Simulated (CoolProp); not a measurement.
Vapour-liquid equilibrium of R125 (1) + cyclopropane (2) at 292.5 K; x and y are mole fractions of (1).

The numbers come from the multi-fluid Helmholtz-energy mixture model, Lemmon 2005 and Polt 1992; pair parameters Bell 2016 in CoolProp. This equation is an older, rougher fit; its heat capacities, sound speeds and derivatives of the liquid may be far off and weren't checked against measurements.

Problem. Give the bubble pressure and the first vapour's composition at x = 0.15, 0.35, 0.55. Is there an azeotrope?

Solution. x = 0.15: 0.9254 MPa, y = 0.378; x = 0.35: 1.106 MPa, y = 0.539; x = 0.55: 1.193 MPa, y = 0.640. y crosses x between x = 0.75 and 0.85: the model has an azeotrope there.

Pair parameters are fitted to limited data, so mixtures are less certain than the pure fluids.
